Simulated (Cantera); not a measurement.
# Thermodynamics of fluorocarbon and chlorocarbon gases, feed CH2F2 + HCl + CH4

Feed: 1 mol CH2F2, 0.028 mol HCl, 0.039 mol CH4, equilibrated at 1.10 Pa.

These are equilibrium values from Cantera (NASA tables, ideal gas, pure condensed phases), not measurements of a reactor. Candidate condensed phases: C, C6H6, C7H8, C8H18; 118 gas species. Rates play no part.

| T (K) | x HF | x H | x F | x C | x C3 | x C2 | n C(graphite) |
|---|---|---|---|---|---|---|---|
| 2498 | 0.454 | 0.265 | 0.201 | 0.0147 | 0.0438 | 0.00403 | 0.549 |
| 2523 | 0.393 | 0.280 | 0.218 | 0.0207 | 0.0644 | 0.00596 | 0.278 |
| 2548 | 0.336 | 0.294 | 0.235 | 0.0276 | 0.0821 | 0.00799 | 0 |
| 2573 | 0.296 | 0.313 | 0.255 | 0.0331 | 0.0766 | 0.00867 | 0 |
| 2598 | 0.258 | 0.331 | 0.274 | 0.0394 | 0.0709 | 0.00934 | 0 |
| 2623 | 0.222 | 0.347 | 0.292 | 0.0466 | 0.0651 | 0.00998 | 0 |
| 2648 | 0.189 | 0.362 | 0.309 | 0.0548 | 0.0592 | 0.0106 | 0 |
| 2673 | 0.159 | 0.374 | 0.323 | 0.0639 | 0.0532 | 0.0111 | 0 |
| 2698 | 0.132 | 0.385 | 0.335 | 0.0739 | 0.0472 | 0.0115 | 0 |
| 2723 | 0.109 | 0.394 | 0.345 | 0.0848 | 0.0413 | 0.0118 | 0 |
| 2748 | 0.0896 | 0.400 | 0.353 | 0.0964 | 0.0354 | 0.0119 | 0 |
| 2773 | 0.0730 | 0.405 | 0.359 | 0.108 | 0.0298 | 0.0119 | 0 |
| 2798 | 0.0592 | 0.408 | 0.364 | 0.121 | 0.0244 | 0.0116 | 0 |
| 2823 | 0.0479 | 0.410 | 0.367 | 0.133 | 0.0195 | 0.0111 | 0 |
x: gas mole fraction; n: condensed amount in mol.

From 2498 K to 2523 K the condensed part is C(graphite). From 2548 K to 2823 K nothing is condensed. The main C-bearing gas is C3 at 2498 K and C at 2823 K.
